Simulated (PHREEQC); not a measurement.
# Ultrapure water in contact with air or piping (model solution)

Model water analysis in mg/L, 25 °C, pH 5.87, pe 8.8: Na 0.0134; K 0.00732; Ca 0.0249; Mg 0.000148; Cl 0.00389; S(6) as SO4 0.0433; Alkalinity as HCO3 0.0616; Br 5.47e-05; Sr 6.53e-05; Si as SiO2 0.00039.

Valence states are taken as typed.

Computed with PHREEQC (ion-association model, phreeqc.dat).

Precipitation was switched off in this run.

### Question
Predict the ionic strength, charge-balance error.

### Answer
ionic strength 4.45e-6 mol/kgw; charge-balance error 0.1 %.

### Question
In which forms is C present?

### Answer
CO2 75 %, HCO3- 25 % of the C.
